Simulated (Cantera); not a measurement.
Feed: 1 mol Cr₂O₃, 2200 mol H₂, 28 mol N₂, equilibrated at 1925 K and 0.00280 bar.

Cantera equilibrium calculation (NASA polynomials, part measured and part estimated; ideal gas, pure solids and liquids). Candidate condensed phases: Cr, CrN, Cr₂N, Cr₂O₃, H₂O; 29 gas species. Rates play no part.

Base state: H₂ 0.968, H 0.0178, N₂ 0.0124, H₂O 0.00133, Cr 0.000888 (mole fractions); condensed: gas only.

### Question
What changes in the equilibrium state with this change: pressure from 0.00280 bar to 0.850 bar?

### Answer
```json
[
 {"species": "H₂", "before": "0.968", "after": "0.985"},
 {"species": "N₂", "before": "0.0124", "after": "0.0126"},
 {"species": "H₂O", "before": "0.00133", "after": "0.00134"},
 {"species": "H", "before": "0.0178", "after": "0.00103"},
 {"species": "Cr", "before": "0.000888", "after": "0.000560"},
 {"species": "Cr(s), mol", "before": "0", "after": "0.750"}
]
```
